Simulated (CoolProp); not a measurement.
Computed with CoolProp (reference Helmholtz-energy equation of state, Lemmon 2005).

Q: Give the vapour pressure (kPa), enthalpy of vaporisation (kJ/kg), liquid cp (kJ/(kg K)), liquid viscosity (µPa s) of saturated R125 at 226.9, 244.6, 274.1 K.

A: 
```csv
T (K),p (kPa),enthalpy of vaporisation (kJ/kg),liquid cp (kJ/(kg K)),liquid viscosity (µPa s)
226.9,111,163,1.12,399
244.6,242,153,1.16,306
274.1,691,132,1.26,201
```

Viscosity comes from a separate model (Huber 2006).
